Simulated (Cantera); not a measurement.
Input (Python, Cantera) and output of one run.

```python
import numpy as np
import cantera as ct

gas_names = """
    AL ALN ALO ALO2 AL2 AL2O AL2O2 N NO NO2 NO3 N2 N2O O O2 O3
""".split()
cond_names = """
    AL(cr) AL(L) ALN(s) AL2O3(a) AL2O3(L)
""".split()


def load(file, names, dense=False):
    # The tables refer to 1 bar. Condensed volumes are neglected.
    table = {s.name: s for s in ct.Species.list_from_file(file)}
    out = []
    for n in names:
        d = dict(table[n].input_data)
        d["thermo"] = dict(d["thermo"], **{"reference-pressure": 1e5})
        if dense:
            d["equation-of-state"] = {"model": "constant-volume", "density": "1e6 g/cm^3"}
        out.append(ct.Species.from_dict(d))
    return out


gas = ct.Solution(thermo="ideal-gas", species=load("nasa_gas.yaml", gas_names))
cond = {s.name: ct.Solution(thermo="fixed-stoichiometry", species=[s], name=s.name)
        for s in load("nasa_condensed.yaml", cond_names, dense=True)}
atoms = {
    'Al': {'AL': 1},
    'N2O': {'N': 2, 'O': 1},
    'N2': {'N': 2},
}
top_T = {'ALN(s)': 2750}  # K; cautious upper limits of use, not melting points


def equilibrate(T, P, feed):
    n = {}
    for name, mol in feed.items():
        for a, k in atoms[name].items():
            n[a] = n.get(a, 0.0) + k * mol
    gas.TPX = T, P, n
    mass = sum(n.values()) * gas.mean_molecular_weight
    gas.equilibrate("TP")
    valid = [c for c in cond.values() if c.min_temp <= T <= top_T.get(c.name, c.max_temp)]
    mix = ct.Mixture([(gas, mass / gas.mean_molecular_weight)] + [(c, 0.0) for c in valid])
    mix.T, mix.P = T, P
    mix.equilibrate("TP", solver="vcs", rtol=1e-11, max_steps=5000)
    return mix


results = []
feed = {'Al': 1, 'N2O': 1.2, 'N2': 610}  # mol
P = 1000  # Pa
for T in [1475, 1525, 1575, 1625, 1675, 1725, 1775, 1825, 1875, 1925, 1975, 2025, 2075]:
    mix = equilibrate(T, P, feed)
    results.append((T, P, feed, dict(zip(mix.species_names, mix.species_moles))))

top = {s: max(r[3][s] / sum(r[3][g] for g in gas_names) for r in results) for s in gas_names}
cols = sorted((s for s in top if top[s] > 0.0001), key=lambda s: -top[s])[:8]
seen = [c for c in cond_names if any(r[3].get(c, 0) > 1e-12 for r in results)]
print("log10 of partial pressures in bar; condensed amounts in mol")
print(f"{'T/K':>10s}" + "".join(f"{s[:9]:>10s}" for s in cols + seen))
for T, P, feed, n in results:
    ng = sum(n[g] for g in gas_names)
    print(f"{T:10.4g}" + "".join(f"{np.log10(max(n[s] / ng * P / 1e5, 1e-99)):10.3f}" for s in cols)
          + "".join(f"{n.get(c, 0):10.4g}" for c in seen))
```

It prints:

```
log10 of partial pressures in bar; condensed amounts in mol
       T/K        N2        AL    ALN(s)  AL2O3(a)
      1475    -2.000    -9.585       0.2       0.4
      1525    -2.000    -8.845    0.1999       0.4
      1575    -2.000    -8.153    0.1995       0.4
      1625    -2.000    -7.505    0.1979       0.4
      1675    -2.000    -6.895    0.1911    0.3997
      1725    -2.000    -6.322    0.1647    0.3985
      1775    -2.000    -5.781    0.0687    0.3925
      1825    -2.000    -5.605         0     0.388
      1875    -2.000    -5.598         0    0.3886
      1925    -2.000    -5.592         0    0.3891
      1975    -2.000    -5.587         0    0.3895
      2025    -2.000    -5.582         0    0.3899
      2075    -2.000    -5.577         0      0.39
```

Cantera equilibrium calculation (NASA polynomials, part measured and part estimated; ideal gas, pure solids and liquids). Mutual solubility and eutectic melting of coexisting phases are not modelled. Condensed phases not in the tables: aluminium oxynitride.
